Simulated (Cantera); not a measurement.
Input: 1 mol C2H4, 24 mol H2, held at 180 Pa.

Cantera equilibrium calculation (NASA polynomials, part measured and part estimated; ideal gas, pure solids and liquids). Candidate condensed phases: C, C6H6, C7H8, C8H18; 76 gas species. Equilibrium is a limit: real reactors are often held back by kinetics, nucleation or transport.

What share of the C ends up in condensed phases as a function of T (°C), at 402, 602, 802, 1002, 1202, 1402, 1602, 1802?


```tsv
T (°C)	C condensed (%)	as
402	68.3	C(graphite)
602	99.0	C(graphite)
802	99.9	C(graphite)
1002	100.0	C(graphite)
1202	100.0	C(graphite)
1402	99.8	C(graphite)
1602	99.2	C(graphite)
1802	96.9	C(graphite)
```
